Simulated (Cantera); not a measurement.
# Thermodynamics of abatement and gas-phase synthesis, feed CS2 + H2O

A closed system holds: 1 mol CS2, 0.063 mol H2O, equilibrated at 9.90 bar.

These are equilibrium values from Cantera (NASA tables, ideal gas, pure condensed phases), not measurements of a reactor. Candidate condensed phases: C, C6H6, C7H8, C8H18, H2O, H2SO4, S; 123 gas species. The numbers say what is thermodynamically allowed, not how fast it happens.

```json
[
 {"T (°C)": "1177", "x CS2": "0.745", "x S2": "0.139", "x CS": "0.000104", "x CO": "0.0487", "x H2S": "0.0485", "x H2": "0.00884", "x SH": "0.000463", "n C(graphite)": "0.121"},
 {"T (°C)": "1277", "x CS2": "0.739", "x S2": "0.146", "x CS": "0.000332", "x CO": "0.0514", "x H2S": "0.0441", "x H2": "0.0128", "x SH": "0.000847", "n C(graphite)": "0.125"},
 {"T (°C)": "1377", "x CS2": "0.732", "x S2": "0.152", "x CS": "0.000918", "x CO": "0.0530", "x H2S": "0.0393", "x H2": "0.0171", "x SH": "0.00142", "n C(graphite)": "0.129"},
 {"T (°C)": "1477", "x CS2": "0.726", "x S2": "0.157", "x CS": "0.00225", "x CO": "0.0539", "x H2S": "0.0344", "x H2": "0.0214", "x SH": "0.00220", "n C(graphite)": "0.132"},
 {"T (°C)": "1577", "x CS2": "0.718", "x S2": "0.162", "x CS": "0.00498", "x CO": "0.0545", "x H2S": "0.0296", "x H2": "0.0255", "x SH": "0.00320", "n C(graphite)": "0.133"},
 {"T (°C)": "1677", "x CS2": "0.709", "x S2": "0.166", "x CS": "0.0101", "x CO": "0.0547", "x H2S": "0.0252", "x H2": "0.0290", "x SH": "0.00442", "n C(graphite)": "0.134"},
 {"T (°C)": "1777", "x CS2": "0.697", "x S2": "0.168", "x CS": "0.0191", "x CO": "0.0547", "x H2S": "0.0212", "x H2": "0.0318", "x SH": "0.00583", "n C(graphite)": "0.132"},
 {"T (°C)": "1877", "x CS2": "0.681", "x S2": "0.169", "x CS": "0.0339", "x CO": "0.0544", "x H2S": "0.0177", "x H2": "0.0339", "x SH": "0.00738", "n C(graphite)": "0.125"},
 {"T (°C)": "1977", "x CS2": "0.659", "x S2": "0.169", "x CS": "0.0566", "x CO": "0.0539", "x H2S": "0.0147", "x H2": "0.0352", "x SH": "0.00902", "n C(graphite)": "0.114"},
 {"T (°C)": "2077", "x CS2": "0.629", "x S2": "0.166", "x CS": "0.0896", "x CO": "0.0530", "x H2S": "0.0120", "x H2": "0.0358", "x SH": "0.0106", "n C(graphite)": "0.0936"}
]
```
x: gas mole fraction; n: condensed amount in mol.

From 1177 °C to 2077 °C the condensed part is C(graphite). The main C-bearing gas is CS2 throughout. The share of C in condensed phases is highest at 1677 °C (13.4 %) and lowest at 2077 °C (9.4 %).
